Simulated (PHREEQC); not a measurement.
Acid rinse or clean: an equilibrium model

Make-up at 37 °C: 0.049 mol HBr and 0.0083 mol ZnSO4 per kg of water. Closed to the air; pH follows from the charge balance.

Computed with PHREEQC (ion-association model, phreeqc.dat).

Precipitation was switched off in this run.

Problem. Predict the pH, specific conductance, density.

Solution. pH 1.44; specific conductance 22200 µS/cm; density 0.997 g/cm³.

Problem. In which forms is S present?

Solution. HSO4- 64 %, SO4-2 27 %, ZnSO4 8.7 % of the S.

Constants without temperature data keep their 25 °C values here.
